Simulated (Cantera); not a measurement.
A Cantera script and its output.

```python
import numpy as np
import cantera as ct

gas = ct.Solution("gri30.yaml")


def delay(T, t_max=10):
    gas.TPX = T, 500000, {'C3H8': 1, 'O2': 6.1, 'N2': 22.9}
    reactor = ct.IdealGasReactor(gas, clone=False)
    net = ct.ReactorNet([reactor])
    net.rtol, net.atol = 1e-8, 1e-16
    while net.time < t_max:
        t_old, T_old = net.time, reactor.T
        net.step()
        if reactor.T > T + 400:  # ignition: a rise of 400 K
            return t_old + (T + 400 - T_old) / (reactor.T - T_old) * (net.time - t_old)
    return np.nan


taus = []
for T in [1273, 1323, 1373, 1423, 1473, 1523, 1573]:
    taus.append(delay(T))
    print(f"T0 = {T:6g} K   tau = {taus[-1]:.4e} s")
```

It prints:

```
T0 =   1273 K   tau = 6.4430e-04 s
T0 =   1323 K   tau = 2.7858e-04 s
T0 =   1373 K   tau = 1.3009e-04 s
T0 =   1423 K   tau = 6.5781e-05 s
T0 =   1473 K   tau = 3.5942e-05 s
T0 =   1523 K   tau = 2.1120e-05 s
T0 =   1573 K   tau = 1.3261e-05 s
```

Detailed kinetics in Cantera: GRI-Mech 3.0 (53 species, 325 reactions). GRI-Mech 3.0 was tuned for natural gas; its chemistry of propane as a main component is partial and can be far from experiment.
